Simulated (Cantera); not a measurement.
Feed: 1 mol MgSO₄, 0.45 mol H₂, 0.052 mol O₂, equilibrated at 1702 °C and 1.33 mbar.

Cantera equilibrium calculation (NASA polynomials, part measured and part estimated; ideal gas, pure solids and liquids). Candidate condensed phases: H₂O, H₂SO₄, Mg, MgO, Mg(OH)₂, MgS, MgSO₄, S; 26 gas species. Kinetics and transport are ignored.

Base state: SO₂ 0.551, H₂O 0.238, O₂ 0.180, OH 0.0140, O 0.00639, SO 0.00421, H₂ 0.00367, H 0.00227 (mole fractions); condensed: MgO(s).

**Question.** What changes in the equilibrium state with this change: pressure from 1.33 mbar to 1.00 bar?

**Answer.** 
| species | before | after |
|---|---|---|
| SO₂ | 0.551 | 0.561 |
| H₂O | 0.238 | 0.252 |
| O₂ | 0.180 | 0.183 |
| OH | 0.0140 | 0.00277 |
| MgOH | 1.18e-5 | 8.43e-8 |
| Mg | 0.000122 | 5.90e-9 |
| S | 1.10e-5 | 1.46e-8 |
| MgO(s), mol | 1.000 | 1.000 |
